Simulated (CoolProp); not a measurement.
Vapour-liquid equilibrium of ethane (1) + propane (2) at 219.2 K; x and y are mole fractions of (1).

Computed with CoolProp (multi-fluid Helmholtz-energy mixture model, Bücker 2006 and Lemmon 2009; pair parameters Kunz 2012).

| x | bubble pressure, mixture model (kPa) | bubble pressure, Raoult's law (kPa) | y, mixture model | y, Raoult's law |
|---|---|---|---|---|
| 0.05 | … | 79.20 | … | 0.302 |
| 0.2 | … | 142.1 | 0.642 | 0.672 |
| 0.35 | … | 205.0 | 0.791 | 0.815 |
| 0.5 | … | 267.9 | 0.875 | 0.891 |
| 0.65 | 317.9 | 330.9 | … | 0.938 |
| 0.8 | 385.1 | 393.8 | 0.966 | 0.970 |
| 0.95 | 454.3 | 456.7 | … | 0.994 |

Problem. Fill in the missing entries.

Solution. 
- 0.05, bubble pressure, mixture model (kPa): 77.53
- 0.05, y, mixture model: 0.280
- 0.2, bubble pressure, mixture model (kPa): 134.8
- 0.35, bubble pressure, mixture model (kPa): 193.0
- 0.5, bubble pressure, mixture model (kPa): 253.8
- 0.65, y, mixture model: 0.929
- 0.95, y, mixture model: 0.993

The largest gap from Raoult's law is -5.9 % in bubble pressure, at x = 0.35. No azeotrope shows between x = 0.05 and 0.95.

The pair parameters rest on a limited set of measurements; away from them the model extrapolates.
